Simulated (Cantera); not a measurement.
A closed system holds: 1 mol B2O3, 0.14 mol O2, 3.2 mol N2, at 1.00 bar.

Method: chemical equilibrium by Gibbs-energy minimisation in Cantera with the NASA 1993 tables (ideal gas, pure condensed phases). Candidate condensed phases: B, BN, B2O3; 17 gas species. The numbers say what is thermodynamically allowed, not how fast it happens.

Which condensed phases are stable at each of these points (T (K)): 1573, 1648, 1723, 1798, 1873, 1948, 2023, 2098, 2173?


```
T (K)  condensed phases  B condensed (%)
-----  ----------------  ---------------
1573            B2O3(l)            100.0
1648            B2O3(l)             99.9
1723            B2O3(l)             99.6
1798            B2O3(l)             98.8
1873            B2O3(l)             96.8
1948            B2O3(l)             91.9
2023            B2O3(l)             80.5
2098            B2O3(l)             54.5
2173           gas only              0.0
```

From 1573 K to 2098 K the condensed part is B2O3(l). At 2173 K nothing is condensed.
